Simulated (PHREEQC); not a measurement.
Hard or scaling water

Dissolve 7.2 mmol/kgw MgCl2, 0.04 mmol/kgw NaF and 0.53 mmol/kgw MgSO4 at 91 °C. Closed to the air; pH follows from the charge balance.

All values are PHREEQC results (ion-association model, wateq4f.dat), not measurements.

This is a speciation only: nothing precipitates in the calculation.

**Question.** Estimate the pH.

**Answer.** pH 5.85.

**Question.** In which forms is S present?

**Answer.** MgSO4 66 %, SO4-2 34 % of the S.

Complexes and solids missing from the database can't appear. Constants without temperature data keep their 25 °C values here.
